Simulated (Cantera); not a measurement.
Input (Python, Cantera):

```python
import numpy as np
import cantera as ct

gas = ct.Solution("gri30.yaml")


def delay(T, t_max=10):
    gas.TPX = T, 1000000, {'C3H8': 1, 'O2': 2.63, 'N2': 9.89, 'CO2': 0.58}
    reactor = ct.IdealGasReactor(gas, clone=False)
    net = ct.ReactorNet([reactor])
    net.rtol, net.atol = 1e-8, 1e-16
    while net.time < t_max:
        t_old, T_old = net.time, reactor.T
        net.step()
        if reactor.T > T + 400:  # ignition: a rise of 400 K
            return t_old + (T + 400 - T_old) / (reactor.T - T_old) * (net.time - t_old)
    return np.nan


taus = []
for T in [1350, 1425, 1500, 1575, 1650]:
    taus.append(delay(T))
    print(f"T0 = {T:6g} K   tau = {taus[-1]:.4e} s")

# d ln(tau) / d ln(k), from doubling and halving each rate constant
T, sens = 1350, []
for i in range(gas.n_reactions):
    gas.set_multiplier(2.0, i)
    up = delay(T)
    gas.set_multiplier(0.5, i)
    down = delay(T)
    gas.set_multiplier(1.0, i)
    sens.append((np.log(up / down) / np.log(4.0), gas.reaction(i).equation))
sens.sort(key=lambda x: -abs(x[0]))
print(f"sensitivities at {T} K")
for s, eq in sens[:10]:
    print(f"{s:8.3f}  {eq}")
```

Result:

```
T0 =   1350 K   tau = 1.3621e-04 s
T0 =   1425 K   tau = 4.7434e-05 s
T0 =   1500 K   tau = 1.9434e-05 s
T0 =   1575 K   tau = 9.2370e-06 s
T0 =   1650 K   tau = 4.9922e-06 s
sensitivities at 1350 K
  -0.578  C2H5 + CH3 (+M) <=> C3H8 (+M)
   0.288  2 CH3 (+M) <=> C2H6 (+M)
  -0.253  CH3 + HO2 <=> CH3O + OH
   0.236  C3H8 + H <=> C3H7 + H2
  -0.199  CH3O + O2 <=> CH2O + HO2
   0.198  C3H8 + OH <=> C3H7 + H2O
   0.195  CH2O + H (+M) <=> CH3O (+M)
  -0.139  H + O2 <=> O + OH
  -0.137  CH2O + CH3 <=> CH4 + HCO
  -0.133  C2H5 + O2 <=> C2H4 + HO2
```

Model: GRI-Mech 3.0 (53 species, 325 reactions), integrated in Cantera. GRI-Mech 3.0 was tuned for natural gas; its chemistry of propane as a main component is partial and can be far from experiment.
